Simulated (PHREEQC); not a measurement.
A solution holds 0.0012 mol NaHSO4 and 0.00044 mol NaOH per kg of water, at 25 °C. Closed to the air; pH follows from the charge balance.

Model: ion-association model, wateq4f.dat, run in PHREEQC.

Each row changes one thing in this solution. No solid was allowed to form.

| case | pH | ionic strength (mol/kgw) | HSO4- (mol/kgw) | NaSO4- (mol/kgw) | SI of Mirabilite (Na2SO4:10H2O) |
|---|---|---|---|---|---|
| as made | 3.18 | 0.00347 | 6.02e-5 | 7.19e-6 | -7.57 |
| 0.0019 mol/kgw Ca(HCO3)2 added | 6.91 | 0.00776 | [?] | 5.83e-6 | -7.69 |
| NaOH from 0.00044 to 4.4e-05 mol/kgw | [?] | 0.00341 | 8.96e-5 | 5.33e-6 | -7.82 |
| temperature from 25 to 15 °C | 3.17 | 0.00349 | 5.01e-5 | [?] | -7.08 |
| NaOH left out | 2.98 | 0.00340 | 9.28e-5 | 5.13e-6 | -7.85 |
| temperature from 25 to 35 °C | 3.19 | 0.00344 | 7.30e-5 | [?] | [?] |

### Question
Complete the blanks.

### Answer

- 0.0019 mol/kgw Ca(HCO3)2 added, HSO4- (mol/kgw): 9.48e-9
- NaOH from 0.00044 to 4.4e-05 mol/kgw, pH: 3.00
- temperature from 25 to 15 °C, NaSO4- (mol/kgw): 6.82e-6
- temperature from 25 to 35 °C, NaSO4- (mol/kgw): 7.53e-6
- temperature from 25 to 35 °C, SI of Mirabilite (Na2SO4:10H2O): -8.03
